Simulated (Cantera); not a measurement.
## Halide evaporation, hydrolysis and transport: CuF2 + H2O + H2

Input: 1 mol CuF2, 1.5 mol H2O, 24 mol H2, held at 1.00 bar.

Equilibrium computed with Cantera from the NASA thermochemical tables; the gas is ideal and each condensed phase is pure. Candidate condensed phases: Cu, CuF2, CuO, Cu(OH)2, Cu2O, H2O; 27 gas species. Kinetics and transport are ignored.

| T (°C) | x H2 | x HF | x H2O | x Cu | x H | n Cu(s) | n Cu(l) |
|---|---|---|---|---|---|---|---|
| 327 | 0.868 | 0.0755 | 0.0566 | <1e-12 | <1e-12 | 1.00 | 0 |
| 527 | 0.868 | 0.0755 | 0.0566 | <1e-12 | 2.70e-12 | 1.00 | 0 |
| 727 | 0.868 | 0.0755 | 0.0566 | 1.56e-11 | 2.11e-9 | 1.00 | 0 |
| 927 | 0.868 | 0.0755 | 0.0566 | 1.23e-8 | 1.84e-7 | 1.000 | 0 |
| 1127 | 0.868 | 0.0755 | 0.0566 | 1.35e-6 | 4.53e-6 | 0 | 1.000 |
| 1327 | 0.868 | 0.0755 | 0.0566 | 3.98e-5 | 5.06e-5 | 0 | 0.999 |
| 1527 | 0.867 | 0.0754 | 0.0566 | 0.000541 | 0.000333 | 0 | 0.985 |
| 1727 | 0.863 | 0.0750 | 0.0563 | 0.00431 | 0.00151 | 0 | 0.881 |
| 1927 | 0.843 | 0.0731 | 0.0551 | 0.0232 | 0.00517 | 0 | 0.348 |
x: gas mole fraction; n: condensed amount in mol.

From 327 °C to 927 °C the condensed part is Cu(s). From 1127 °C to 1927 °C the condensed part is Cu(l).
